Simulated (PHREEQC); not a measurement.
**Copper plating or etch bath (model solution)**

Dissolve 90 mmol/kgw CuCl2, 42 mmol/kgw HNO3 and 4.5 mmol/kgw NaCl at 20 °C. Closed to the air; pH follows from the charge balance.

The numbers come from PHREEQC with the ion-association model, wateq4f.dat.

No solid was allowed to form.

Task: What pH, activity of water does the model give?

Result: pH 1.48; activity of water 0.994.

Task: In which forms is Cl present?

Result: Cl- 95 %, CuCl+ 4.7 % of the Cl.
